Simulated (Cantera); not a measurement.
Feed: 1 mol Al2O3, 0.92 mol Cl2, 0.41 mol O2, at 1300 K and 27.0 mbar.

Method: chemical equilibrium by Gibbs-energy minimisation in Cantera with the NASA 1993 tables (ideal gas, pure condensed phases). Candidate condensed phases: Al, AlCl3, Al2O3; 17 gas species. Kinetics and transport are ignored.

Base state: Cl2 0.640, O2 0.299, Cl 0.0604, ClO 0.000179, AlCl3 6.31e-5 (mole fractions); condensed: Al2O3(s).

**Question.** What changes in the equilibrium state with this change: Al2O3 replaced by AlN?

**Answer.** 
```json
[
 {"species": "N2", "before": "0", "after": "0.412"},
 {"species": "AlCl3", "before": "6.31e-5", "after": "0.374"},
 {"species": "Cl2", "before": "0.640", "after": "0.182"},
 {"species": "O2", "before": "0.299", "after": "2.25e-7"},
 {"species": "Cl", "before": "0.0604", "after": "0.0322"},
 {"species": "Al2Cl6", "before": "<1e-9", "after": "1.64e-5"},
 {"species": "ClO", "before": "0.000179", "after": "8.25e-8"},
 {"species": "Al2O3(s), mol", "before": "1.000", "after": "0.273"}
]
```
Further candidate phases: AlN.

**Question.** What changes in the equilibrium state with this change: temperature from 1300 K to 1225 K?

**Answer.** 
```json
[
 {"species": "Cl2", "before": "0.640", "after": "0.666"},
 {"species": "O2", "before": "0.299", "after": "0.304"},
 {"species": "Cl", "before": "0.0604", "after": "0.0303"},
 {"species": "AlCl3", "before": "6.31e-5", "after": "1.65e-5"},
 {"species": "ClO", "before": "0.000179", "after": "0.000103"},
 {"species": "Al2O3(s), mol", "before": "1.000", "after": "1.000"}
]
```
